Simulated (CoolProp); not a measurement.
Carbon dioxide at 547.58 K and 1.02 MPa is compressed adiabatically to 6.07 MPa with isentropic efficiency 0.85. Each further row changes one setting.

Model: reference Helmholtz-energy equation of state, Span 1996, in CoolProp.

```json
[
 {"case": "as stated", "work (kJ/kg)": "…", "final temperature (K)": "…", "final density (kg/m³)": "…"},
 {"case": "efficiency 1", "work (kJ/kg)": "…", "final temperature (K)": "749.0", "final density (kg/m³)": "…"},
 {"case": "efficiency 0.65", "work (kJ/kg)": "333", "final temperature (K)": "…", "final density (kg/m³)": "…"}
]
```

### Question
Some entries are withheld; supply them.

### Answer

- as stated, work (kJ/kg): 255
- as stated, final temperature (K): 781.4
- as stated, final density (kg/m³): 40.9
- efficiency 1, work (kJ/kg): 217
- efficiency 1, final density (kg/m³): 42.7
- efficiency 0.65, final temperature (K): 847.0
- efficiency 0.65, final density (kg/m³): 37.6
